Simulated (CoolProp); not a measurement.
Computed with CoolProp (reference Helmholtz-energy equation of state, Thol 2017).

**Question.** For octamethyltrisiloxane (MDM), give the phase and the cv (kJ/(kg K)), speed of sound (m/s) at 461.3 K and 0.0682 bar; 461.3 K and 3.83 bar; 461.3 K and 12.1 bar.

**Answer.** 
- 461.3 K and 0.0682 bar: gas; cv 1.80, speed of sound 128
- 461.3 K and 3.83 bar: liquid; cv 1.88, speed of sound 399
- 461.3 K and 12.1 bar: liquid; cv 1.88, speed of sound 419
